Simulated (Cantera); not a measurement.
Feed: 1 mol SiH2Cl2, 0.015 mol C3H8, 1700 mol H2, equilibrated at 0.00900 bar.

Equilibrium computed with Cantera from the NASA thermochemical tables; the gas is ideal and each condensed phase is pure. Candidate condensed phases: C, C6H6, C7H8, C8H18, Si, SiC; 109 gas species. Mutual solubility and eutectic melting of coexisting phases are not modelled. Kinetics and transport are ignored. All values below are at 1348 K.

Base state: H2 0.999, HCl 0.00117, H 2.44e-5 (mole fractions); condensed: Si(s) + SiC(s).

**Question.** What changes in the equilibrium state with this change: H2 from 1700 to 31 mol?

**Answer.** 
```json
[
 {"species": "H2", "before": "0.999", "after": "0.947"},
 {"species": "HCl", "before": "0.00117", "after": "0.0467"},
 {"species": "SiCl2", "before": "3.83e-6", "after": "0.00645"},
 {"species": "SiCl3", "before": "3.15e-9", "after": "0.000218"},
 {"species": "SiHCl3", "before": "<1e-9", "after": "4.27e-5"},
 {"species": "SiCl4", "before": "<1e-9", "after": "3.71e-5"},
 {"species": "H", "before": "2.44e-5", "after": "2.37e-5"},
 {"species": "Si(s), mol", "before": "0.948", "after": "0.732"},
 {"species": "SiC(s), mol", "before": "0.0447", "after": "0.0450"}
]
```
The tables' values for SiCl3 are old estimates; treat these amounts as uncertain.

**Question.** What changes in the equilibrium state with this change: H2 from 1700 to 41 mol?

**Answer.** 
```csv
species,before,after
H2,0.999,0.958
HCl,0.00117,0.0377
SiCl2,3.83e-6,0.00416
SiCl3,3.15e-9,0.000113
SiHCl3,<1e-9,2.22e-5
SiCl4,<1e-9,1.54e-5
"Si(s), mol",0.948,0.769
"SiC(s), mol",0.0447,0.0450
```
The tables' values for SiCl3 are old estimates; treat these amounts as uncertain.

**Question.** What changes in the equilibrium state with this change: SiH2Cl2 replaced by SiH4?

**Answer.** 
```json
[
 {"species": "H2", "before": "0.999", "after": "1.000"},
 {"species": "H", "before": "2.44e-5", "after": "2.44e-5"},
 {"species": "HCl", "before": "0.00117", "after": "0"},
 {"species": "Si(s), mol", "before": "0.948", "after": "0.955"},
 {"species": "SiC(s), mol", "before": "0.0447", "after": "0.0447"}
]
```
